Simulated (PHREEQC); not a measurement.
A solution holds 2.1 mmol/kgw KHCO3, at 25 °C. Closed to the air; pH follows from the charge balance.

The numbers come from PHREEQC with the ion-association model, phreeqc.dat.

No solid was allowed to form.

Q: Predict the pH.

A: pH 8.28.

Q: In which forms is C present?

A: HCO3- 98 %, CO2 1.1 %, CO3-2 1.0 % of the C.

Species that the database lacks are ignored.
